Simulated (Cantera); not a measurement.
Input (Python, Cantera) and output of one run.

```python
import numpy as np
import cantera as ct

gas_names = """
    C CO CO2 C2 C2O C3 C3O2 C4 C5 Fe FeC5O5 FeO O O2 O3
""".split()
cond_names = """
    C(gr) Fe(a) Fe(c) Fe(d) Fe(L) FeC5O5(L) FeO(s) FeO(L) Fe2O3(s) Fe3O4(s)
""".split()


def load(file, names, dense=False):
    # The tables refer to 1 bar. Condensed volumes are neglected.
    table = {s.name: s for s in ct.Species.list_from_file(file)}
    out = []
    for n in names:
        d = dict(table[n].input_data)
        d["thermo"] = dict(d["thermo"], **{"reference-pressure": 1e5})
        if dense:
            d["equation-of-state"] = {"model": "constant-volume", "density": "1e6 g/cm^3"}
        out.append(ct.Species.from_dict(d))
    return out


gas = ct.Solution(thermo="ideal-gas", species=load("nasa_gas.yaml", gas_names))
cond = {s.name: ct.Solution(thermo="fixed-stoichiometry", species=[s], name=s.name)
        for s in load("nasa_condensed.yaml", cond_names, dense=True)}
atoms = {
    'Fe3O4': {'Fe': 3, 'O': 4},
    'C': {'C': 1},
    'CO': {'C': 1, 'O': 1},
}
top_T = {'C(gr)': 4500, 'Fe2O3(s)': 1830, 'Fe3O4(s)': 1870}  # K; cautious upper limits of use, not melting points


def equilibrate(T, P, feed):
    n = {}
    for name, mol in feed.items():
        for a, k in atoms[name].items():
            n[a] = n.get(a, 0.0) + k * mol
    gas.TPX = T, P, n
    mass = sum(n.values()) * gas.mean_molecular_weight
    gas.equilibrate("TP")
    valid = [c for c in cond.values() if c.min_temp <= T <= top_T.get(c.name, c.max_temp)]
    mix = ct.Mixture([(gas, mass / gas.mean_molecular_weight)] + [(c, 0.0) for c in valid])
    mix.T, mix.P = T, P
    mix.equilibrate("TP", solver="vcs", rtol=1e-11, max_steps=5000)
    return mix


results = []
feed = {'Fe3O4': 1, 'C': 0.42, 'CO': 1.2}  # mol
P = 87000  # Pa
for T in [948, 1148, 1348, 1548, 1748, 1948, 2148]:
    mix = equilibrate(T, P, feed)
    results.append((T, P, feed, dict(zip(mix.species_names, mix.species_moles))))

top = {s: max(r[3][s] / sum(r[3][g] for g in gas_names) for r in results) for s in gas_names}
cols = sorted((s for s in top if top[s] > 1e-05), key=lambda s: -top[s])[:7]
seen = [c for c in cond_names if any(r[3].get(c, 0) > 1e-12 for r in results)]
print("log10 of partial pressures in bar; condensed amounts in mol")
print(f"{'T/K':>10s}" + "".join(f"{s[:9]:>10s}" for s in cols + seen))
for T, P, feed, n in results:
    ng = sum(n[g] for g in gas_names)
    print(f"{T:10.4g}" + "".join(f"{np.log10(max(n[s] / ng * P / 1e5, 1e-99)):10.3f}" for s in cols)
          + "".join(f"{n.get(c, 0):10.4g}" for c in seen))
```

It prints:

```
log10 of partial pressures in bar; condensed amounts in mol
       T/K        CO       CO2        Fe       FeO     C(gr)    FeO(s)    FeO(L)
       948    -0.323    -0.403   -15.470   -19.830     0.107         3         0
      1148    -0.253    -0.507   -11.518   -14.956         0         3         0
      1348    -0.253    -0.507    -8.882   -11.560         0         3         0
      1548    -0.253    -0.507    -6.945    -9.066         0         3         0
      1748    -0.253    -0.507    -5.508    -7.206         0         0         3
      1948    -0.253    -0.507    -4.420    -5.787         0         0         3
      2148    -0.253    -0.506    -3.545    -4.646         0         0     2.999
```

Method: chemical equilibrium by Gibbs-energy minimisation in Cantera with the NASA 1993 tables (ideal gas, pure condensed phases). The tables' stoichiometric FeO is somewhat more stable than real wüstite, so its field is too wide. FeO: taken at fixed stoichiometry.
